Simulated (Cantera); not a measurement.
Input: 1 mol CH₃F, 0.21 mol HCl, 1 mol H₂, held at 2675 K and 15.0 mbar.

These are equilibrium values from Cantera (NASA tables, ideal gas, pure condensed phases), not measurements of a reactor. Candidate condensed phases: C, C₆H₆, C₇H₈, C₈H₁₈; 118 gas species. The numbers say what is thermodynamically allowed, not how fast it happens.

Base state: H₂ 0.400, H 0.267, HF 0.266, HCl 0.0383, Cl 0.0178, C₂H₂ (acetylene) 0.00862, C₂H 0.000583, F 0.000568 (mole fractions); condensed: C(graphite).

### Question
What changes in the equilibrium state with this change: temperature from 2675 K to 1798.15 K?

### Answer
```
species             before     after
----------------  --------  --------
H₂                   0.400     0.621
HF                   0.266     0.311
HCl                 0.0383    0.0652
H                    0.267   0.00227
Cl                  0.0178  0.000182
C₃                0.000420     <1e-9
C₂H               0.000583   3.41e-9
C                 0.000105     <1e-9
C(graphite), mol     0.924     0.999
```

### Question
What changes in the equilibrium state with this change: temperature from 2675 K to 1700 K?

### Answer
| species | before | after |
|---|---|---|
| H₂ | 0.400 | 0.622 |
| HF | 0.266 | 0.311 |
| HCl | 0.0383 | 0.0653 |
| H | 0.267 | 0.000949 |
| Cl | 0.0178 | 7.74e-5 |
| C₂H | 0.000583 | <1e-9 |
| C₃ | 0.000420 | <1e-9 |
| C(graphite), mol | 0.924 | 1.000 |

### Question
What changes in the equilibrium state with this change: HCl from 0.21 to 0.018 mol?

### Answer
```
species              before     after
-----------------  --------  --------
H₂                    0.400     0.425
HF                    0.266     0.285
H                     0.267     0.275
HCl                  0.0383   0.00354
Cl                   0.0178   0.00159
C₂HCl               1.23e-5   1.14e-6
C₄H₂                7.71e-5   8.17e-5
C₂H₂ (acetylene)    0.00862   0.00914
C₂H₂ (vinylidene)   1.17e-5   1.24e-5
F                  0.000568  0.000589
C(graphite), mol      0.924     0.925
```
